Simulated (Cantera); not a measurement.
Source: NASA polynomial tables (part measured, part estimated), evaluated in Cantera. Values are per mole of reaction as written; species without (g) are pure solids or liquids, kept so even where they would boil at 1 bar.

Pb + S → PbS(g), with ΔH° = 131.8 kJ and ΔS° = 154.5 J/K at 300 K.

### Question
How far is the shortcut ΔG° ≈ ΔH°(300 K) − T·ΔS°(300 K) from the full temperature-dependent value at 450, 550, 650, 750, 850, 950, 1050 K?

### Answer
| T (K) | shortcut (kJ) | full (kJ) | difference (kJ) | difference in log10 K | condensed phases |
|---|---|---|---|---|---|
| 450 | 62.3 | 63.2 | -0.9 | 0.11 | Pb(s), S(l) |
| 550 | 46.8 | 49.4 | -2.6 | 0.25 | Pb(s), S(l) |
| 650 | 31.4 | 36.7 | -5.3 | 0.42 | Pb(l), S(l) |
| 750 | 15.9 | 24.7 | -8.8 | 0.61 | Pb(l), S(l) |
| 850 | 0.5 | 13.1 | -12.6 | 0.77 | Pb(l), S(l) |
| 950 | -15.0 | 1.7 | -16.7 | 0.92 | Pb(l), S(l) |
| 1050 | -30.4 | -9.4 | -21.0 | 1.05 | Pb(l), S(l) |
The shortcut ignores heat capacities and the phase changes listed.
